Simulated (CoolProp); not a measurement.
Computed with CoolProp (reference Helmholtz-energy equation of state, Platzer 1990). This equation is an older, rougher fit; its heat capacities, sound speeds and derivatives of the liquid may be far off and weren't checked against measurements.

Problem. Give the vapour pressure (kPa), liquid density (kg/m³), vapour density (kg/m³), enthalpy of vaporisation (kJ/kg) of saturated R13 at 167.3, 177.6 K.

Solution. 
```tsv
T (K)	p (kPa)	liquid density (kg/m³)	vapour density (kg/m³)	enthalpy of vaporisation (kJ/kg)
167.3	22.0	1610	1.68	160
177.6	44.4	1570	3.22	156
```
